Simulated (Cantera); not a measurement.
Predominance diagram of Li at 1150 K against the partial pressures of O2 and Cl2 (log10, bar). Standard-state values (1 bar) from the NASA 1993 polynomials, evaluated with Cantera. Candidates: Li(l), LiCl(l), Li2O(s). Only these pure phases compete in this equilibrium. Not in the tables: the peroxide.

```
log p(Cl2) \ log p(O2)
        columns: -12, -11.4, -10.9, -10.3, -9.7, -9.1, -8.6, -8, -7.4, -6.9, -6.3, -5.7, -5.1, -4.6, -4, -3.4, -2.9, -2.3, -1.7, -1.1, -0.6, 0
      1  A A A A A A A A A A A A A A A A A A A A A A
   -0.1  A A A A A A A A A A A A A A A A A A A A A A
   -1.2  A A A A A A A A A A A A A A A A A A A A A A
   -2.3  A A A A A A A A A A A A A A A A A A A A A A
   -3.4  A A A A A A A A A A A A A A A A A A A A A A
   -4.5  A A A A A A A A A A A A A A A A A A A A A A
   -5.5  A A A A A A A A A A A A A A A A A A A A A A
   -6.6  A A A A A A A A A A A A A A A A A A A A A A
   -7.7  A A A A A A A A A A A A A A A A A A A A A A
   -8.8  A A A A A A A A A A A A A A A A A A A A A A
   -9.9  A A A A A A A A A A A A A A A A A A B B B B
    -11  A A A A A A A A A A A A A A B B B B B B B B
```

A: LiCl(l); B: Li2O(s).
